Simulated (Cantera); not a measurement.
Input: 1 mol C2F6, 0.39 mol F2, 8.4 mol H2, held at 22.0 Pa.

Equilibrium computed with Cantera from the NASA thermochemical tables; the gas is ideal and each condensed phase is pure. Candidate condensed phases: C, C6H6, C7H8, C8H18; 95 gas species. The feed counts by its element totals alone. Kinetics and transport are ignored.

Which condensed phases are stable at each of these points (T (K)): 1573, 1723, 1873, 2023, 2173, 2323, 2473, 2623, 2773, 2923, 3073, 3223, 3373, 3523?


```
T (K)  condensed phases  C condensed (%)
-----  ----------------  ---------------
1573        C(graphite)            100.0
1723        C(graphite)            100.0
1873        C(graphite)             99.8
2023        C(graphite)             99.6
2173        C(graphite)             99.1
2323        C(graphite)             98.3
2473        C(graphite)             94.0
2623        C(graphite)             55.9
2773           gas only              0.0
2923           gas only              0.0
3073           gas only              0.0
3223           gas only              0.0
3373           gas only              0.0
3523           gas only              0.0
```

From 1573 K to 2623 K the condensed part is C(graphite). From 2773 K to 3523 K nothing is condensed.
